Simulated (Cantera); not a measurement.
## Stirred combustor or abatement burner

A perfectly stirred reactor is fed with CH₄ : C₂H₆ : C₃H₈ : O₂ : N₂ = 1 : 0.77 : 0.19 : 3.32 : 12.5 (molar parts), at 1.01 bar; it is adiabatic with a 650 K inlet, and is followed from long to short residence time, starting on the burning branch (τ in s: 0.26, 0.086, 0.028, 0.0091, 0.003, 0.00096, 0.00031, 0.0001, 3.3e-05, 1.1e-05, 3.5e-06).

Detailed kinetics in Cantera: GRI-Mech 3.0 (53 species, 325 reactions).

```csv
τ (s),T (K),x CH₄,x C₂H₆,x C₃H₈,x CH₃,x HO₂,x C₂H₂,x CO
0.26,2053,0.000278,2.40e-7,4.12e-8,5.33e-5,7.25e-9,0.000148,0.117
0.086,2053,0.000581,7.28e-7,1.18e-7,0.000125,1.99e-8,0.000429,0.116
0.028,2053,0.00102,2.18e-6,3.33e-7,0.000262,5.52e-8,0.00105,0.114
0.0091,2050,0.00152,6.25e-6,9.14e-7,0.000490,1.53e-7,0.00202,0.112
0.0030,2040,0.00207,1.73e-5,2.46e-6,0.000850,4.32e-7,0.00320,0.109
0.00096,2014,0.00297,5.27e-5,7.17e-6,0.00147,1.43e-6,0.00463,0.105
0.00031,1929,0.00564,0.000231,2.85e-5,0.00266,7.29e-6,0.00647,0.101
0.00010,650,0.0562,0.0433,0.0107,<1e-12,<1e-12,<1e-12,<1e-12
3.3e-5,650,0.0562,0.0433,0.0107,<1e-12,<1e-12,<1e-12,<1e-12
1.1e-5,650,0.0562,0.0433,0.0107,<1e-12,<1e-12,<1e-12,<1e-12
3.5e-6,650,0.0562,0.0433,0.0107,<1e-12,<1e-12,<1e-12,<1e-12
```
x: mole fraction; the columns are a selection and need not sum to one.
